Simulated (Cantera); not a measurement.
Mixture: CH₄ : O₂ : N₂ = 1 : 1.33 : 5.87 (molar parts), equivalence ratio 1.5, at 15.0 bar, adiabatic and at constant volume. Ignition delay is the time to a rise of 400 K.

Model: GRI-Mech 3.0 (53 species, 325 reactions), integrated in Cantera. The pressure lies above the range GRI-Mech 3.0 was tuned for (to about 10 atm).

Problem. Predict: delay at 1200 K; delay at 1275 K; delay at 1350 K; delay at 1425 K; delay at 1500 K; delay at 1575 K; delay at 1650 K; apparent activation energy between 1500 and 1650 K.

Solution. 
* **delay at 1200 K**: 4.01 ms
* **delay at 1275 K**: 1.67 ms
* **delay at 1350 K**: 0.741 ms
* **delay at 1425 K**: 0.344 ms
* **delay at 1500 K**: 0.166 ms
* **delay at 1575 K**: 82.9 µs
* **delay at 1650 K**: 42.9 µs
* **apparent activation energy between 1500 and 1650 K**: 190 kJ/mol
